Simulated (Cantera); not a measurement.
An adiabatic, constant-pressure homogeneous reactor starts with 8.11 % CH4, 19.3 % O2, 72.6 % N2, equivalence ratio 0.84, at 1523 K and 9.20 bar.

Computed with Cantera and GRI-Mech 3.0 (53 species, 325 reactions).

Task: Predict: time of steepest temperature rise; temperature at 2.00 s; equilibrium temperature; x(O2) at 2.00 s; x(H2O) at 2.00 s; x(H) at 2.00 s.

Result: 
```
Quantity                                                             Value
---------------------------------  ---------------------------------------
time of steepest temperature rise                                 0.153 ms
temperature at 2.00 s                                               2820 K
equilibrium temperature                                             2820 K
x(O2) at 2.00 s                      0.0310 (gas-phase equilibrium 0.0310)
x(H2O) at 2.00 s                       0.144 (gas-phase equilibrium 0.144)
x(H) at 2.00 s                     0.00232 (gas-phase equilibrium 0.00232)
```
